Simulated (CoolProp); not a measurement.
Saturation properties of carbon monoxide (Tc = 132.9 K, pc = 3498 kPa, ω = 0.050).

Computed with CoolProp (reference Helmholtz-energy equation of state, Lemmon 2006). It is a short technical equation, of lower accuracy than the large ones.

| T (K) | p (kPa) | liquid density (kg/m³) | liquid cp (kJ/(kg K)) | vapour Z | surface tension (mN/m) |
|---|---|---|---|---|---|
| 89.6 | 229.8 | 757.2 | 2.185 | 0.9262 | 7.84 |
| 92.5 | 298.4 | 743.4 | 2.210 | 0.9114 | 7.24 |
| 95.4 | 380.9 | 729.1 | 2.241 | 0.8948 | 6.65 |
| 98.4 | 482.7 | 713.8 | 2.281 | 0.8758 | 6.04 |
| 101.3 | 598.6 | 698.4 | 2.329 | 0.8556 | 5.46 |
| 104.3 | 738.4 | 681.7 | 2.391 | 0.8326 | 4.87 |
| 107.2 | 894.6 | 664.8 | 2.466 | 0.8082 | 4.30 |
| 110.1 | 1073 | 646.8 | ? | 0.7816 | 3.75 |
| 113.1 | 1283 | 627.0 | 2.690 | 0.7513 | 3.19 |
| 116 | ? | 606.3 | 2.856 | 0.7191 | 2.66 |
| 119 | 1780 | 582.9 | 3.098 | ? | 2.12 |
| 121.9 | 2070 | 557.7 | 3.450 | ? | 1.62 |
| 124.8 | 2392 | 528.7 | 4.043 | 0.5954 | 1.14 |
| 127.8 | 2764 | 492.0 | 5.351 | 0.5372 | 0.668 |
| 130.7 | 3166 | 441.5 | 10.15 | 0.4599 | 0.251 |

Problem. Fill in the missing entries.

Solution. 
- 110.1, liquid cp (kJ/(kg K)): 2.562
- 116, p (kPa): 1513
- 119, vapour Z: 0.6821
- 121.9, vapour Z: 0.6418

It boils at 81.6 K under 1 atm.

Surface tension comes from a separate correlation (Mulero 2012).
